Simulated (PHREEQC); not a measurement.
Acid mine or pickling water (model solution)

Synthetic water in mmol/kgw, 25 °C, pH 3.93, pe 12.4: Na 30; K 2.59; Ca 15.5; Mg 5.9; Cl 9.18; S(6) 32.9; Zn 0.076; Pb 0.0387; Cu(2) 2.17; Fe(3) 0.13.

Valence states are taken as typed.

Model: ion-association model, phreeqc.dat, run in PHREEQC.

No solid was allowed to form.

**Question.** Predict the ionic strength, specific conductance, charge-balance error.

**Answer.** ionic strength 0.0942 mol/kgw; specific conductance 5670 µS/cm; charge-balance error 4.8 %.

**Question.** In which forms is Na present?

**Answer.** Na+ 96 %, NaSO4- 4.0 % of the Na.

The solution is supersaturated, for example in Jarosite-K, Anglesite, so a real one may precipitate; this is no full list. Species that the database lacks are ignored.
